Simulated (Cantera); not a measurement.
What does this Cantera script print?

```python
import numpy as np
import cantera as ct

surf = ct.Interface("ptcombust.yaml", "Pt_surf")
gas = surf.adjacent["gas"]
gas.TPX = 300, 23000, {'CH4': 0.013, 'O2': 0.13, 'N2': 0.79}
jet = ct.ImpingingJet(gas=gas, width=0.073, surface=surf)
jet.inlet.mdot, jet.inlet.T, jet.inlet.X = 0.029, 300, {'CH4': 0.013, 'O2': 0.13, 'N2': 0.79}
jet.set_refine_criteria(ratio=10, slope=0.2, curve=0.3)
show, cover = ['CH4', 'O2', 'H2O', 'OH', 'CO', 'CO2'], ["PT(S)", "H(S)", "O(S)", "OH(S)", "CO(S)", "C(S)"]

rows = []
print(f"{'Ts/K':>7s}" + "".join(f"{s:>11s}" for s in show + cover) + "   (gas at the wall, coverages)")
for i, Ts in enumerate([850, 900, 950, 1000, 1050, 1100, 1150, 1200]):
    jet.surface.T = Ts
    if i == 0:
        surf.TP = Ts, 23000
        surf.coverages = "PT(S):0.5, O(S):0.5"
        surf.advance_coverages(1.0)
        jet.set_initial_guess(products="inlet")
    jet.solve(loglevel=0, auto=(i == 0))
    rows.append([*(jet.X[gas.species_index(s), -1] for s in show), *surf[cover].coverages])
    print(f"{Ts:7g}" + "".join(f"{x:11.3e}" for x in rows[-1]))
```

Output:

```
   Ts/K        CH4         O2        H2O         OH         CO        CO2      PT(S)       H(S)       O(S)      OH(S)      CO(S)       C(S)   (gas at the wall, coverages)
    850  9.515e-03  1.299e-01  8.271e-03  4.850e-09  2.219e-06  5.380e-03  9.930e-02  1.692e-08  8.996e-01  1.084e-03  4.722e-06  1.205e-08
    900  6.438e-03  1.234e-01  1.398e-02  1.879e-08  2.132e-06  9.120e-03  1.503e-01  5.815e-08  8.484e-01  1.344e-03  3.741e-06  1.330e-08
    950  4.119e-03  1.185e-01  1.825e-02  5.627e-08  1.863e-06  1.193e-02  2.080e-01  1.496e-07  7.905e-01  1.424e-03  2.524e-06  1.208e-08
   1000  2.683e-03  1.155e-01  2.086e-02  1.478e-07  1.621e-06  1.365e-02  2.694e-01  3.183e-07  7.292e-01  1.384e-03  1.621e-06  1.013e-08
   1050  1.830e-03  1.137e-01  2.236e-02  3.479e-07  1.457e-06  1.464e-02  3.323e-01  5.975e-07  6.664e-01  1.287e-03  1.048e-06  8.336e-09
   1100  1.109e-03  1.124e-01  2.351e-02  7.925e-07  2.548e-06  1.527e-02  3.951e-01  1.034e-06  6.037e-01  1.175e-03  6.999e-07  5.851e-09
   1150  6.849e-04  1.115e-01  2.434e-02  1.569e-06  3.159e-06  1.576e-02  4.566e-01  1.678e-06  5.423e-01  1.059e-03  4.859e-07  4.071e-09
   1200  3.787e-04  1.109e-01  2.504e-02  2.915e-06  3.737e-06  1.613e-02  5.160e-01  2.593e-06  4.831e-01  9.465e-04  3.468e-07  2.492e-09
```

Computed with Cantera and Deutschmann's 1995 Pt surface mechanism with GRI-Mech 3.0 gas chemistry. Catalytic surfaces can have several steady states; this one follows from the mechanism file's or the stated starting coverage.
